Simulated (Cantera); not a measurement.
Feed: 1 mol N₂O, 0.018 mol SO₂, 5.1 mol O₂, equilibrated at 2425 K and 1330 Pa.

Cantera equilibrium calculation (NASA polynomials, part measured and part estimated; ideal gas, pure solids and liquids). Candidate condensed phases: S; 17 gas species. Equilibrium is a limit: real reactors are often held back by kinetics, nucleation or transport.

Base state: O₂ 0.769, N₂ 0.137, O 0.0752, NO 0.0160, SO₂ 0.00253, SO 8.88e-5 (mole fractions); condensed: gas only.

What changes in the equilibrium state with this change: pressure from 1330 Pa to 101000 Pa?


| species | before | after |
|---|---|---|
| O₂ | 0.769 | 0.829 |
| N₂ | 0.137 | 0.142 |
| NO | 0.0160 | 0.0169 |
| O | 0.0752 | 0.00896 |
| NO₂ | 3.43e-6 | 3.28e-5 |
| SO | 8.88e-5 | 1.04e-5 |
